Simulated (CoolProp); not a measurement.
Values from CoolProp's reference Helmholtz-energy equation of state, Aleksandrov 2011. It is a short technical equation, of lower accuracy than the large ones.

### Question
Give the vapour pressure (MPa), liquid density (kg/m³), enthalpy of vaporisation (kJ/kg), liquid cp (kJ/(kg K)) of saturated n-undecane at 302.65 °C.

### Answer
```csv
T (°C),p (MPa),liquid density (kg/m³),enthalpy of vaporisation (kJ/kg),liquid cp (kJ/(kg K))
302.65,0.801,479,178,3.44
```
